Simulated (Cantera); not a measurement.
Input (Python, Cantera):

```python
import numpy as np
import cantera as ct

gas = ct.Solution("gri30.yaml")
gas.TPX = 1648, 870000, {'CH4': 1, 'CO': 0.072, 'O2': 1.36, 'N2': 5.1}
reactor = ct.IdealGasReactor(gas, energy="on", clone=False)
net = ct.ReactorNet([reactor])
net.rtol, net.atol = 1e-08, 1e-16
show = ['CH4', 'CO', 'O2', 'HO2', 'OH', 'C2H2']
times = np.geomspace(2e-06, 1, 16)

steps = ct.SolutionArray(gas, extra=["t"])
rows = []
print(f"{'t/s':>10s}{'T/K':>9s}{'P/Pa':>11s}" + "".join(f"{s:>11s}" for s in show))
for t in times:
    while net.time < t:
        t_next = net.step()
        steps.append(gas.state, t=t_next)
    rows.append([np.interp(t, steps.t, y) for y in (steps.T, steps.P, *steps(*show).X.T)])
    print(f"{t:10.3e}{rows[-1][0]:9.1f}{rows[-1][1]:11.4g}" + "".join(f"{x:11.3e}" for x in rows[-1][2:]))
rate = np.gradient(steps.T, steps.t)
print("integrator steps:", len(steps.t))
if steps.T.max() > steps.T[0] + 200:
    print(f"time of steepest temperature rise: {steps.t[rate.argmax()]:.4e} s")
gas.TPX = 1648, 870000, {'CH4': 1, 'CO': 0.072, 'O2': 1.36, 'N2': 5.1}
gas.equilibrate("UV")
print(f"equilibrium (UV): T = {gas.T:.1f} K  " + "  ".join(f"{s} {gas[s].X[0]:.3e}" for s in show))
```

Result:

```
       t/s      T/K       P/Pa        CH4         CO         O2        HO2         OH       C2H2
 2.000e-06   1647.9  8.699e+05  1.327e-01  9.558e-03  1.805e-01  6.634e-06  1.920e-07  2.440e-12
 4.797e-06   1647.8  8.699e+05  1.326e-01  9.556e-03  1.805e-01  1.100e-05  4.519e-07  1.432e-10
 1.151e-05   1648.5  8.703e+05  1.322e-01  9.559e-03  1.803e-01  1.603e-05  1.149e-06  9.646e-09
 2.759e-05   1658.1  8.756e+05  1.296e-01  9.794e-03  1.788e-01  4.038e-05  3.340e-06  5.498e-07
 6.618e-05   3166.5  1.848e+06  2.584e-11  9.918e-02  1.702e-03  3.967e-06  1.358e-02  1.780e-13
 1.587e-04   3151.9  1.841e+06  2.922e-11  9.974e-02  1.457e-03  3.424e-06  1.265e-02  1.968e-13
 3.807e-04   3151.7  1.841e+06  2.924e-11  9.974e-02  1.455e-03  3.420e-06  1.264e-02  1.969e-13
 9.132e-04   3151.7  1.841e+06  2.924e-11  9.974e-02  1.455e-03  3.420e-06  1.264e-02  1.969e-13
 2.190e-03   3151.7  1.841e+06  2.924e-11  9.974e-02  1.455e-03  3.420e-06  1.264e-02  1.969e-13
 5.253e-03   3151.7  1.841e+06  2.924e-11  9.974e-02  1.455e-03  3.420e-06  1.264e-02  1.969e-13
 1.260e-02   3151.7  1.841e+06  2.924e-11  9.974e-02  1.455e-03  3.420e-06  1.264e-02  1.969e-13
 3.022e-02   3151.7  1.841e+06  2.924e-11  9.974e-02  1.455e-03  3.420e-06  1.264e-02  1.969e-13
 7.248e-02   3151.7  1.841e+06  2.924e-11  9.974e-02  1.455e-03  3.420e-06  1.264e-02  1.969e-13
 1.738e-01   3151.7  1.841e+06  2.924e-11  9.974e-02  1.455e-03  3.420e-06  1.264e-02  1.969e-13
 4.169e-01   3151.7  1.841e+06  2.924e-11  9.974e-02  1.455e-03  3.420e-06  1.264e-02  1.969e-13
 1.000e+00   3151.7  1.841e+06  2.924e-11  9.974e-02  1.455e-03  3.420e-06  1.264e-02  1.969e-13
integrator steps: 1807
time of steepest temperature rise: 6.1186e-05 s
equilibrium (UV): T = 3151.7 K  CH4 3.389e-11  CO 9.974e-02  O2 1.455e-03  HO2 3.420e-06  OH 1.264e-02  C2H2 2.097e-13
```

Cantera simulation using GRI-Mech 3.0 (53 species, 325 reactions); the numbers are that mechanism's predictions, not measurements. Above 3000 K some thermodynamic fits are extrapolated.
